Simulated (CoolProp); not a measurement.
Propylene at 293.15 K and 0.0668 MPa flows at 3 m/s in a round tube of 20 mm bore and 0.25 µm roughness, fully developed (64/Re and Nu = 3.66 if laminar; Colebrook and Gnielinski if turbulent). Each further row changes one setting.

Computed with CoolProp (reference Helmholtz-energy equation of state, Lemmon 2013).

```tsv
case	Reynolds number	Darcy friction factor	pressure drop (Pa/m)	heat-transfer coefficient (W/(m² K))	mass flow (kg/h)
as stated	8310	0.0325	8.51	21.8	3.95
velocity 6 m/s	16600	0.0271	28.4	38.5	7.90
diameter 40 mm	16600	0.0271	3.55	19.2	15.8
```

Viscosity comes from a separate model (Huber 2003), an estimate that may be off by 10 % or more. Thermal conductivity comes from a separate model (Huber 2003), an estimate that may be off by 10 % or more.
